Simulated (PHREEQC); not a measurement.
Solution (25 °C): 0.072 mol HF, 0.2 mol NH4HF2 and 0.00015 mol (NH4)2SiF6 per kg of water. Closed to the air; pH follows from the charge balance.

All values are PHREEQC results (ion-association model, phreeqc.dat), not measurements.

```csv
quantity,before,after
pH,2.81,1.98
HF (mol/kgw),0.186,0.349
F- (mol/kgw),0.118,0.0335
HF2- (mol/kgw),0.0838,0.0445
NH3 (mol/kgw),4.75e-8,6.10e-9
```

Name the change that produced these shifts.
(A) 0.075 mol/kgw H2SO4 added
(B) HF left out
(C) NH4HF2 from 0.2 to 0.4 mol/kgw
(D) diluted 5-fold with water
(E) (NH4)2SiF6 left out

A, 0.075 mol/kgw H2SO4 added

No solid was allowed to form. SiF6-2 is the database's only silicon fluoride.
